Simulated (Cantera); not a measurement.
Feed: 1 mol Si2Cl6, 5.9 mol NH3, 8.1 mol N2, equilibrated at 0.190 bar.

Cantera equilibrium calculation (NASA polynomials, part measured and part estimated; ideal gas, pure solids and liquids). Candidate condensed phases: NH4Cl, Si, Si3N4; 28 gas species. The feed counts by its element totals alone. The tables' values for SiCl3 are old estimates; treat these amounts as uncertain. Kinetics and transport are ignored. All values below are at 1000 °C.

Base state: N2 0.456, H2 0.285, HCl 0.252, SiCl4 0.00624, SiCl3 0.000329, SiHCl3 0.000283, SiCl2 0.000114 (mole fractions); condensed: Si3N4(s).

Q: What changes in the equilibrium state with this change: pressure from 0.190 bar to 1.33 mbar?

A: 
```tsv
species	before	after
N2	0.456	0.454
H2	0.285	0.279
HCl	0.252	0.262
SiCl4	0.00624	0.00148
SiCl2	0.000114	0.00345
H	8.74e-7	1.03e-5
SiHCl3	0.000283	6.27e-5
Si3N4(s), mol	0.617	0.624
```
